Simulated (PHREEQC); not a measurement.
NaF is added in steps, without added water, to 1 kg of water holding 0.0066 mol/kgw NiCl2, at 25 °C. Oxygen is held at 0.21 atm. The system is closed to CO2. Solids allowed: Ni(OH)2, Halite. Others were left out.

Base run: PHREEQC, ion-association model, wateq4f.dat. Each further column changes one thing. The table gives pH.

| NaF added (mol) | base | NiCl2 from 0.0066 to 0.00594 mol/kgw | temperature from 25 to 65 °C | NiCl2 from 0.0066 to 0.0099 mol/kgw | no solid may form |
|---|---|---|---|---|---|
| 0 | 6.13 | 6.15 | 5.61 | 6.07 | 6.13 |
| 0.00325 | 6.47 | 6.49 | 6.08 | 6.39 | 6.47 |
| 0.0065 | 6.61 | 6.63 | 6.23 | 6.53 | 6.61 |
| 0.00975 | 6.65 | 6.67 | 6.33 | 6.58 | 6.70 |
| 0.013 | 6.66 | 6.68 | 6.40 | 6.59 | 6.77 |
| 0.01625 | 6.67 | 6.69 | 6.45 | 6.60 | 6.82 |
| 0.0195 | 6.68 | 6.70 | 6.50 | 6.61 | 6.87 |
| 0.02275 | 6.69 | 6.71 | 6.54 | 6.61 | 6.91 |
| 0.026 | 6.70 | 6.72 | 6.58 | 6.62 | 6.95 |

The database's Ni(OH)2 is the aged solid; a fresh precipitate is more soluble. Away from 25 °C the constants follow the database's enthalpies or fits; those with neither stay at their 25 °C values. In at least one series the solution becomes supersaturated in solids that the run did not let form, among them Ni(OH)2.
